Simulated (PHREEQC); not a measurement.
Consider water at 20 °C with 0.019 mol FeCl2 per kg of water. Closed to the air; pH follows from the charge balance.

Computed with PHREEQC (ion-association model, phreeqc.dat).

| quantity | before | after |
|---|---|---|
| pH | 5.85 | 6.25 |
| FeCl+ (mol/kgw) | 0.000449 | 7.29e-6 |
| FeOH+ (mol/kgw) | 1.64e-6 | 5.85e-7 |

Which change was made?
A. 0.00022 mol/kgw LiOH added
B. diluted 5-fold with water
C. FeCl2 from 0.019 to 0.0019 mol/kgw
D. FeCl2 from 0.019 to 0.095 mol/kgw
E. diluted 2-fold with water

C, FeCl2 from 0.019 to 0.0019 mol/kgw

This is a speciation only: nothing precipitates in the calculation.
